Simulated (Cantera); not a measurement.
Cantera run:

```python
import numpy as np
import cantera as ct

gas_names = [...]  # 109 gases of nasa_gas.yaml made of C, Cl, H, Si
cond_names = """
    C(gr) C6H6(L) C7H8(L) C8H18(L),n-octa Si(cr) Si(L) SiC(b)
""".split()


# ... load() reads the species with a 1 bar reference pressure and builds the phases ...
atoms = {
    'SiCl4': {'Si': 1, 'CL': 4},
    'C2H4': {'C': 2, 'H': 4},
    'H2': {'H': 2},
}
top_T = {'C(gr)': 4500, 'SiC(b)': 3050}  # K; cautious upper limits of use, not melting points


# ... equilibrate(T, P, feed) seeds the gas with the atoms and calls Mixture.equilibrate('TP', solver="vcs", rtol=1e-11, max_steps=5000) ...
results = []
feed = {'SiCl4': 1, 'C2H4': 0.35, 'H2': 180}  # mol
P = 75000  # Pa
for T in [1450, 1600, 1750, 1900, 2050, 2200, 2350]:
    mix = equilibrate(T, P, feed)
    results.append((T, P, feed, dict(zip(mix.species_names, mix.species_moles))))

top = {s: max(r[3][s] / sum(r[3][g] for g in gas_names) for r in results) for s in gas_names}
cols = sorted((s for s in top if top[s] > 1e-05), key=lambda s: -top[s])[:9]
seen = [c for c in cond_names if any(r[3].get(c, 0) > 1e-12 for r in results)]
print("log10 of partial pressures in bar; condensed amounts in mol")
print(f"{'T/K':>10s}" + "".join(f"{s[:9]:>10s}" for s in cols + seen))
for T, P, feed, n in results:
    ng = sum(n[g] for g in gas_names)
    print(f"{T:10.4g}" + "".join(f"{np.log10(max(n[s] / ng * P / 1e5, 1e-99)):10.3f}" for s in cols)
          + "".join(f"{n.get(c, 0):10.4g}" for c in seen))
```

It prints:

```
log10 of partial pressures in bar; condensed amounts in mol
       T/K        H2       HCL         H     SiCL2        Si C2H2,acet      SiH2       SiH        CL    Si(cr)     Si(L)    SiC(b)
      1450    -0.134    -1.845    -5.091    -3.066    -8.512    -9.896    -6.248    -7.980    -6.891   0.05768         0    0.6974
      1600    -0.134    -1.843    -4.332    -3.014    -7.011    -8.651    -5.435    -6.740    -6.142    0.0536         0    0.6977
      1750    -0.134    -1.840    -3.700    -3.024    -5.824    -7.515    -4.815    -5.769    -5.519         0    0.0614    0.6977
      1900    -0.135    -1.831    -3.168    -3.095    -4.899    -6.413    -4.369    -5.028    -4.986         0   0.08633     0.697
      2050    -0.135    -1.825    -2.712    -3.161    -4.112    -5.475    -3.989    -4.398    -4.533         0   0.07288    0.6943
      2200    -0.137    -1.820    -2.318    -3.265    -3.481    -4.573    -3.711    -3.904    -4.139         0         0    0.6773
      2350    -0.142    -1.814    -1.975    -3.489    -3.069    -3.513    -3.609    -3.613    -3.792         0         0     0.515
```

These are equilibrium values from Cantera (NASA tables, ideal gas, pure condensed phases), not measurements of a reactor. Mutual solubility and eutectic melting of coexisting phases are not modelled. The tables' values for SiCl, SiCl3 are old estimates; treat these amounts as uncertain. Gases not in the tables: Si2H6 and higher silanes.
